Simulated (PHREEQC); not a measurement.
# Polishing slurry liquid: an equilibrium model

Consider water at 20 °C with 4.7 mmol/kgw KOH and 0.41 mmol/kgw H4SiO4. Closed to the air; pH follows from the charge balance.

The numbers come from PHREEQC with the ion-association model, phreeqc.dat.

This is a speciation only: nothing precipitates in the calculation.

What pH does the model give?

pH 11.76.

In which forms is Si present?

H3SiO4- 95 %, H2SiO4-2 3.3 %, H4SiO4 1.2 % of the Si.
